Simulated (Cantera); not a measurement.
Charge: 1 mol Si, 21 mol HCl, at 4.10 Pa.

Equilibrium computed with Cantera from the NASA thermochemical tables; the gas is ideal and each condensed phase is pure. Candidate condensed phases: Si; 19 gas species. The tables' values for SiCl₃ are old estimates; treat these amounts as uncertain. The numbers say what is thermodynamically allowed, not how fast it happens. All values below are at 1348 K.

Base state: HCl 0.893, H₂ 0.0574, SiCl₂ 0.0359, SiCl₃ 0.00638, SiCl₄ 0.00568, Cl 0.00112, H 8.66e-5, SiHCl₃ 2.07e-5 (mole fractions); condensed: gas only.

Problem. What changes in the equilibrium state with this change: pressure from 4.10 Pa to 1330 Pa?

Solution. 
| species | before | after |
|---|---|---|
| HCl | 0.893 | 0.854 |
| H₂ | 0.0574 | 0.0960 |
| SiCl₄ | 0.00568 | 0.0442 |
| SiCl₂ | 0.0359 | 0.00157 |
| Cl | 0.00112 | 4.61e-5 |
| H | 8.66e-5 | 6.21e-6 |
